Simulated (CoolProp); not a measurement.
A single-stage vapour-compression cycle with R245fa: evaporating at 321.15 K (dew point), condensing at 383.15 K (bubble point), superheat 5 K, subcooling 5 K, compressor efficiency 0.7, no pressure losses. Each further row changes one setting.

Computed with CoolProp (reference Helmholtz-energy equation of state, Akasaka 2015).

```json
[
 {"case": "as stated", "cooling COP": "2.44", "pressure ratio": "4.85", "discharge temperature (K)": "386.9", "refrigerating effect (kJ/kg)": "97.9", "volumetric capacity (kJ/m³)": "1720"},
 {"case": "evaporating temperature 326.15 K", "cooling COP": "2.79", "pressure ratio": "4.17", "discharge temperature (K)": "386.8", "refrigerating effect (kJ/kg)": "102", "volumetric capacity (kJ/m³)": "2070"},
 {"case": "condensing temperature 378.15 K", "cooling COP": "2.81", "pressure ratio": "?", "discharge temperature (K)": "?", "refrigerating effect (kJ/kg)": "106", "volumetric capacity (kJ/m³)": "1860"},
 {"case": "subcooling 10 K", "cooling COP": "?", "pressure ratio": "4.85", "discharge temperature (K)": "386.9", "refrigerating effect (kJ/kg)": "106", "volumetric capacity (kJ/m³)": "1860"},
 {"case": "superheat 15 K", "cooling COP": "2.54", "pressure ratio": "4.85", "discharge temperature (K)": "396.1", "refrigerating effect (kJ/kg)": "108", "volumetric capacity (kJ/m³)": "1810"},
 {"case": "compressor efficiency 0.6", "cooling COP": "?", "pressure ratio": "4.85", "discharge temperature (K)": "391.9", "refrigerating effect (kJ/kg)": "97.9", "volumetric capacity (kJ/m³)": "1720"}
]
```

Question: What belongs in the gaps?

Answer: 
- condensing temperature 378.15 K, pressure ratio: 4.36
- condensing temperature 378.15 K, discharge temperature (K): 382.1
- subcooling 10 K, cooling COP: 2.64
- compressor efficiency 0.6, cooling COP: 2.09
